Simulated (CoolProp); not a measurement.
Vapour-liquid equilibrium of acetone (1) + toluene (2) at 106.35 °C; x and y are mole fractions of (1).

Computed with CoolProp (multi-fluid Helmholtz-energy mixture model, Lemmon 2006 and Lemmon 2006; pair parameters Bell 2016).

```tsv
x	bubble pressure, mixture model (bar)	bubble pressure, Raoult's law (bar)	y, mixture model	y, Raoult's law
0.05	1.172	1.070	0.263	0.204
0.15	1.644	1.418	0.513	0.462
0.25	2.042	1.765	0.640	0.619
0.35	2.390	2.112	0.721	0.724
0.45	2.707	2.460	0.780	0.799
0.55	3.008	2.807	0.828	0.856
0.65	3.302	3.154	0.870	0.900
0.75	3.597	3.501	0.909	0.936
0.85	3.898	3.849	0.946	0.965
0.95	4.209	4.196	0.982	0.989
```

The largest gap from Raoult's law is +15.9 % in bubble pressure, at x = 0.15. No azeotrope shows between x = 0.05 and 0.95.

The pair parameters rest on a limited set of measurements; away from them the model extrapolates.
